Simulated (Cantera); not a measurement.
Input: 1 mol HMDSO, a varied amount of N₂O, 2 mol N₂, held at 1173.15 K and 0.000200 bar.

Equilibrium computed with Cantera from the NASA thermochemical tables; the gas is ideal and each condensed phase is pure. Candidate condensed phases: C, C₆H₆, C₇H₈, C₈H₁₈, H₂O, Si, SiC, SiO₂, Si₂N₂O, Si₃N₄; 151 gas species. The feed counts by its element totals alone. Mutual solubility and eutectic melting of coexisting phases are not modelled. The tables hold silica as quartz up to 1696 K and as liquid above; real silica turns to tridymite and cristobalite and melts near 1996 K. Rates play no part.

x: gas mole fraction; n: condensed amount in mol.

```
n(N₂O) (mol)   x H₂   x N₂    x CO    x HCN      x H    x H₂O  n C(graphite)  n Si₂N₂O(s)  n SiO₂(β-quartz)
------------  -----  -----  ------  -------  -------  -------  -------------  -----------  ----------------
0.15          0.874  0.112  0.0146  1.72e-5  7.82e-6  9.02e-8           5.85        1.000                 0
0.23          0.860  0.118  0.0220  1.75e-5  7.76e-6  1.34e-7           5.77        1.000                 0
0.35          0.841  0.126  0.0327  1.79e-5  7.67e-6  1.95e-7           5.65        1.000                 0
0.54          0.812      ?       ?  1.85e-5  7.54e-6        ?           5.46        1.000                 0
0.84          0.771  0.158  0.0719  1.92e-5  7.34e-6  3.93e-7           5.16        1.000                 0
1.3           0.714  0.183   0.103  1.98e-5  7.07e-6  5.22e-7           4.70        1.000                 0
2                 ?      ?       ?  2.04e-5  6.70e-6        ?              ?        1.000                 0
3.1           0.556  0.253   0.191  2.06e-5  6.23e-6  7.53e-7           2.90        1.000                 0
4.8           0.459  0.296   0.245  2.03e-5  5.67e-6  7.97e-7           1.20        1.000                 0
7.3           0.379  0.368   0.253  2.81e-6  5.15e-6  4.97e-6              0        0.567             0.867
```

Q: Complete the blanks.

A: 
- 2, x H₂: 0.643
- 2, x N₂: 0.214
- 2, x CO: 0.143
- 2, x H₂O: 6.51e-7
- 2, n C(graphite): 4.00
- 0.54, x N₂: 0.139
- 0.54, x CO: 0.0487
- 0.54, x H₂O: 2.81e-7
